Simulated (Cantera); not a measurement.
A Cantera script and what it prints.

```python
import numpy as np
import cantera as ct

gas_names = [...]  # 136 gases of nasa_gas.yaml made of C, H, N, O
cond_names = """
    C(gr) C6H6(L) C7H8(L) C8H18(L),n-octa H2O(s) H2O(L)
""".split()


# ... load() reads the species with a 1 bar reference pressure and builds the phases ...
atoms = {
    'CO': {'C': 1, 'O': 1},
    'H2': {'H': 2},
    'N2': {'N': 2},
}
top_T = {'C(gr)': 4500}  # K; cautious upper limits of use, not melting points


# ... equilibrate(T, P, feed) seeds the gas with the atoms and calls Mixture.equilibrate('TP', solver="vcs", rtol=1e-11, max_steps=5000) ...
results = []
feed = {'CO': 1, 'H2': 6.1, 'N2': 0.63}  # mol
T = 2623  # K
P = 110  # Pa
mix = equilibrate(T, P, feed)
results.append((T, P, feed, dict(zip(mix.species_names, mix.species_moles))))
x = sorted(zip(gas.X, gas.species_names), reverse=True)
print(f"T = {T:g} K  P = {P:g} Pa  gas = {mix.phase_moles(0):.4g} mol")
print("   x: " + "  ".join(f"{s} {v:.3e}" for v, s in x if v > 0.001))
print("   condensed (mol): " + ("  ".join(f"{mix.phase(i).name} {mix.phase_moles(i):.4g}"
      for i in range(1, mix.n_phases) if mix.phase_moles(i) > 1e-12) or "none"))
```

Output:

```
T = 2623 K  P = 110 Pa  gas = 11.18 mol
   x: H 6.177e-01  H2 2.366e-01  CO 8.941e-02  N2 5.633e-02
   condensed (mol): none
```

These are equilibrium values from Cantera (NASA tables, ideal gas, pure condensed phases), not measurements of a reactor.
